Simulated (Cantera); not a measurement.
Charge: 1 mol MgO, 0.086 mol H2S, 3.9 mol H2O, 0.31 mol SO3, at 1550 °C and 473 Torr.

These are equilibrium values from Cantera (NASA tables, ideal gas, pure condensed phases), not measurements of a reactor. Candidate condensed phases: H2O, H2SO4, Mg, MgO, Mg(OH)2, MgS, MgSO4, S; 26 gas species. Rates play no part.

Base state: H2O 0.902, SO2 0.0897, O2 0.00609, OH 0.00110, H2 0.000969, SO3 5.40e-5, SO 3.70e-5, H 1.70e-5 (mole fractions); condensed: MgO(s).

**Question.** What changes in the equilibrium state with this change: pressure from 473 Torr to 75.0 Torr?

**Answer.** 
| species | before | after |
|---|---|---|
| H2O | 0.902 | 0.899 |
| SO2 | 0.0897 | 0.0896 |
| O2 | 0.00609 | 0.00664 |
| H2 | 0.000969 | 0.00232 |
| OH | 0.00110 | 0.00178 |
| H | 1.70e-5 | 6.60e-5 |
| O | 1.48e-5 | 3.89e-5 |
| MgO(s), mol | 1.000 | 1.000 |
